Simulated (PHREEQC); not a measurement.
Copper plating or etch bath (model solution)

A solution holds 3.7 mmol/kgw CuCl2, 2 mmol/kgw HNO3 and 180 mmol/kgw NaCl, at 25 °C. Closed to the air; pH follows from the charge balance.

All values are PHREEQC results (ion-association model, phreeqc.dat), not measurements.

| Property | Result |
|---|---|
| pH | 2.80 |
| ionic strength | 0.192 mol/kgw |
| activity of water | 0.994 |
| specific conductance | 19300 µS/cm |
| density | 1.005 g/cm³ |
| total alkalinity | -2.00 meq/kg |

```tsv
species	molality	activity	log γ
Cl-	0.187	0.134	-0.144
Na+	0.180	0.135	-0.125
Cu+2	0.00315	0.00104	-0.480
H+	0.00200	0.00160	-0.097
NO3-	0.00200	0.00140	-0.156
CuCl+	0.000523	0.000377	-0.142
```

No solid was allowed to form. Complexes and solids missing from the database can't appear.
